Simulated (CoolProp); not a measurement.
Vapour-liquid equilibrium of R22 (1) + R113 (2) at 6.95 °C; x and y are mole fractions of (1).

Computed with CoolProp (multi-fluid Helmholtz-energy mixture model, Kamei 1995 and Marx 1992; pair parameters Bell 2016).

```csv
x,bubble pressure (MPa),y at the bubble point,dew pressure at overall composition x (MPa),liquid density (mol/L)
0.05,0.05539,0.636,0.02194,8.764
0.2,0.1630,0.890,0.02596,[?]
0.35,0.2643,0.941,0.03179,10.09
0.5,0.3524,0.963,0.04096,10.88
0.65,0.4299,0.975,[?],11.78
0.8,0.5049,0.986,0.09669,12.83
0.95,0.5886,0.996,[?],14.07
```

Complete the blanks.


- 0.2, liquid density (mol/L): 9.390
- 0.65, dew pressure at overall composition x (MPa): 0.05756
- 0.95, dew pressure at overall composition x (MPa): 0.2959

No azeotrope shows between x = 0.05 and 0.95.

The pair parameters rest on a limited set of measurements; away from them the model extrapolates.
